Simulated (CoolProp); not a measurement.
Model: reference Helmholtz-energy equation of state, Lemmon 2006, in CoolProp. It is a short technical equation, of lower accuracy than the large ones.

Give the vapour pressure (MPa), vapour density (kg/m³), surface tension (mN/m), vapour viscosity (µPa s) of saturated C2F6 (R116) at 231.2 K.


```tsv
T (K)	p (MPa)	vapour density (kg/m³)	surface tension (mN/m)	vapour viscosity (µPa s)
231.2	0.503	42.0	6.30	10.8
```

Viscosity comes from a separate model (Huber 2003), an estimate that may be off by 10 % or more. Surface tension comes from a separate correlation (Mulero 2012).
